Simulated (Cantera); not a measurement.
What does this Cantera script print?

```python
import numpy as np
import cantera as ct

gas = ct.Solution("gri30.yaml")
gas.TPX = 1650, 1000000, {'CH4': 1, 'H2O': 5.5}
reactor = ct.IdealGasConstPressureReactor(gas, energy="off", clone=False)
net = ct.ReactorNet([reactor])
net.rtol, net.atol = 1e-08, 1e-18
show = ['CH4', 'H2O', 'O2', 'CH3', 'H2']
times = np.geomspace(2e-05, 9, 10)

steps = ct.SolutionArray(gas, extra=["t"])
rows = []
print(f"{'t/s':>10s}{'T/K':>9s}{'P/Pa':>11s}" + "".join(f"{s:>11s}" for s in show))
for t in times:
    while net.time < t:
        t_next = net.step()
        steps.append(gas.state, t=t_next)
    rows.append([np.interp(t, steps.t, y) for y in (steps.T, steps.P, *steps(*show).X.T)])
    print(f"{t:10.3e}{rows[-1][0]:9.1f}{rows[-1][1]:11.4g}" + "".join(f"{x:11.3e}" for x in rows[-1][2:]))
rate = np.gradient(steps.T, steps.t)
print("integrator steps:", len(steps.t))
if steps.T.max() > steps.T[0] + 200:
    print(f"time of steepest temperature rise: {steps.t[rate.argmax()]:.4e} s")
gas.TPX = 1650, 1000000, {'CH4': 1, 'H2O': 5.5}
gas.equilibrate("TP")
print(f"equilibrium (TP): T = {gas.T:.1f} K  " + "  ".join(f"{s} {gas[s].X[0]:.3e}" for s in show))
```

It prints:

```
       t/s      T/K       P/Pa        CH4        H2O         O2        CH3         H2
 2.000e-05   1650.0      1e+06  1.534e-01  8.461e-01  3.723e-12  1.732e-04  2.390e-04
 8.495e-05   1650.0      1e+06  1.518e-01  8.457e-01  4.764e-11  2.402e-04  1.313e-03
 3.608e-04   1650.0      1e+06  1.445e-01  8.421e-01  4.268e-10  2.818e-04  8.743e-03
 1.533e-03   1650.0      1e+06  1.209e-01  8.230e-01  9.738e-10  2.094e-04  4.081e-02
 6.510e-03   1650.0      1e+06  7.865e-02  7.807e-01  3.101e-10  1.183e-04  1.049e-01
 2.765e-02   1650.0      1e+06  4.363e-02  7.126e-01  1.208e-10  5.896e-05  1.844e-01
 1.174e-01   1650.0      1e+06  3.446e-02  6.196e-01  5.846e-11  3.919e-05  2.656e-01
 4.989e-01   1650.0      1e+06  1.727e-02  5.380e-01  3.251e-11  1.720e-05  3.417e-01
 2.119e+00   1650.0      1e+06  2.105e-03  5.002e-01  2.363e-11  1.985e-06  3.817e-01
 9.000e+00   1650.0      1e+06  1.890e-06  4.958e-01  2.298e-11  1.785e-09  3.865e-01
integrator steps: 2167
equilibrium (TP): T = 1650.0 K  CH4 8.195e-07  H2O 4.958e-01  O2 2.298e-11  CH3 7.740e-10  H2 3.865e-01
```

Model: GRI-Mech 3.0 (53 species, 325 reactions), integrated in Cantera.
